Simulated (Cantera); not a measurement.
Cantera run, input and output.

```python
import numpy as np
import cantera as ct

gas = ct.Solution("gri30.yaml")
gas.TPX = 450, 130000, {'CH3OH': 1, 'O2': 1.7, 'N2': 5.8}
flame = ct.FreeFlame(gas, width=0.033)
flame.set_refine_criteria(ratio=3, slope=0.08, curve=0.16)
flame.transport_model = "mixture-averaged"
flame.solve(loglevel=0, auto=True)
z, T = flame.grid, flame.T
thick = (T[-1] - T[0]) / np.gradient(T, z).max()
show = ['CH3OH', 'O2', 'HCN', 'HCO', 'CH2CO', 'H']
print(f"laminar burning velocity  {flame.velocity[0] * 100:.3f} cm/s")
print(f"burnt temperature         {T[-1]:.1f} K")
print(f"thermal thickness         {thick * 1e3:.4f} mm")
print(f"grid points               {len(z)}")
z0 = z[flame.heat_release_rate.argmax()]
print(f"{'z/mm':>9s}{'T/K':>9s}{'u/(m/s)':>9s}" + "".join(f"{s:>11s}" for s in show))
rows = []
for k in (-3, -2, -1.5, -1, -0.5, -0.25, 0, 0.25, 0.5, 1, 2, 4, 8):
    zz = z0 + k * thick
    rows.append([k * thick, np.interp(zz, z, T), np.interp(zz, z, flame.velocity),
                 *(np.interp(zz, z, flame.X[gas.species_index(s)]) for s in show)])
    print(f"{rows[-1][0] * 1e3:9.3f}{rows[-1][1]:9.1f}{rows[-1][2]:9.3f}" + "".join(f"{x:11.3e}" for x in rows[-1][3:]))
```

Result:

```
laminar burning velocity  72.961 cm/s
burnt temperature         2291.5 K
thermal thickness         0.2489 mm
grid points               129
     z/mm      T/K  u/(m/s)      CH3OH         O2        HCN        HCO      CH2CO          H
   -0.747    450.2    0.731  1.175e-01  1.997e-01  1.002e-12  3.329e-20  1.304e-11  2.410e-18
   -0.498    452.7    0.737  1.172e-01  1.990e-01  2.615e-11  2.403e-17  4.541e-10  1.079e-15
   -0.373    460.2    0.751  1.166e-01  1.979e-01  1.237e-10  3.884e-16  2.424e-09  2.551e-14
   -0.249    519.2    0.855  1.130e-01  1.918e-01  1.386e-09  2.196e-13  3.695e-08  4.048e-11
   -0.124    864.5    1.467  8.622e-02  1.605e-01  1.431e-08  1.425e-08  5.403e-07  4.988e-07
   -0.062   1245.7    2.172  4.849e-02  1.247e-01  3.441e-08  7.448e-06  1.513e-06  4.548e-05
    0.000   1664.8    2.982  6.477e-03  8.336e-02  6.903e-08  1.828e-04  2.962e-06  1.416e-03
    0.062   1814.1    3.253  4.246e-05  5.881e-02  6.480e-08  1.511e-05  5.345e-07  4.968e-03
    0.124   1875.6    3.344  8.089e-08  4.733e-02  2.651e-08  2.080e-07  2.778e-08  6.368e-03
    0.249   1961.4    3.468  1.593e-11  3.938e-02  3.422e-09  5.635e-08  7.580e-11  5.989e-03
    0.498   2060.7    3.617  1.759e-15  3.442e-02  9.226e-11  2.483e-08  1.114e-14  4.115e-03
    0.996   2155.9    3.763  2.802e-17  3.057e-02  2.304e-12  9.228e-09  4.133e-19  2.199e-03
    1.991   2229.4    3.872  8.040e-18  2.746e-02  2.060e-12  3.005e-09  9.771e-20  1.061e-03
```

Cantera simulation using GRI-Mech 3.0 (53 species, 325 reactions); the numbers are that mechanism's predictions, not measurements. GRI-Mech 3.0 was tuned for natural gas; its chemistry of methanol as a main component is partial and can be far from experiment. Burning velocities carry a grid error of a few per cent, more on coarse grids.
